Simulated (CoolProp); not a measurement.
Saturation properties of n-perfluorobutane (Tc = 113.2 °C, pc = 2.322 MPa, ω = 0.372).

Values from CoolProp's reference Helmholtz-energy equation of state, Gao 2022.

```json
[
 {"T (°C)": "-81.05", "p (MPa)": "0.0007501", "liquid density (kg/m³)": "1869", "liquid cp (kJ/(kg K))": "1.018"},
 {"T (°C)": "-67.55", "p (MPa)": "0.002437", "liquid density (kg/m³)": "1822", "liquid cp (kJ/(kg K))": "1.030"},
 {"T (°C)": "-53.95", "p (MPa)": "0.006665", "liquid density (kg/m³)": "1775", "liquid cp (kJ/(kg K))": "1.044"},
 {"T (°C)": "-40.45", "p (MPa)": "0.01566", "liquid density (kg/m³)": "1729", "liquid cp (kJ/(kg K))": "1.058"},
 {"T (°C)": "-26.85", "p (MPa)": "0.03296", "liquid density (kg/m³)": "1682", "liquid cp (kJ/(kg K))": "1.074"},
 {"T (°C)": "-13.35", "p (MPa)": "0.06273", "liquid density (kg/m³)": "1636", "liquid cp (kJ/(kg K))": "1.090"},
 {"T (°C)": "0.25", "p (MPa)": "0.1109", "liquid density (kg/m³)": "1588", "liquid cp (kJ/(kg K))": "1.108"},
 {"T (°C)": "13.75", "p (MPa)": "0.1832", "liquid density (kg/m³)": "1539", "liquid cp (kJ/(kg K))": "1.127"},
 {"T (°C)": "27.35", "p (MPa)": "0.2880", "liquid density (kg/m³)": "1486", "liquid cp (kJ/(kg K))": "1.150"},
 {"T (°C)": "40.85", "p (MPa)": "0.4314", "liquid density (kg/m³)": "1431", "liquid cp (kJ/(kg K))": "1.177"},
 {"T (°C)": "54.45", "p (MPa)": "0.6246", "liquid density (kg/m³)": "1369", "liquid cp (kJ/(kg K))": "1.212"},
 {"T (°C)": "67.95", "p (MPa)": "0.8742", "liquid density (kg/m³)": "1299", "liquid cp (kJ/(kg K))": "1.262"},
 {"T (°C)": "81.55", "p (MPa)": "1.196", "liquid density (kg/m³)": "1215", "liquid cp (kJ/(kg K))": "1.347"}
]
```

It boils at -2.0 °C under 1 atm.
